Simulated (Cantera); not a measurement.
Feed: 1 mol SiC, 0.83 mol C, 0.088 mol H2, equilibrated at 1152 °C and 1000 Pa.

Method: chemical equilibrium by Gibbs-energy minimisation in Cantera with the NASA 1993 tables (ideal gas, pure condensed phases). Candidate condensed phases: C, C6H6, C7H8, C8H18, Si, SiC; 87 gas species. Kinetics and transport are ignored.

Base state: H2 1.000, H 6.82e-5, CH4 3.77e-5 (mole fractions); condensed: C(graphite) + SiC(s).

**Question.** What changes in the equilibrium state with this change: pressure from 1000 Pa to 100000 Pa?

**Answer.** 
| species | before | after |
|---|---|---|
| H2 | 1.000 | 0.996 |
| CH4 | 3.77e-5 | 0.00374 |
| H | 6.82e-5 | 6.81e-6 |
| C(graphite), mol | 0.830 | 0.830 |
| SiC(s), mol | 1.00 | 1.00 |
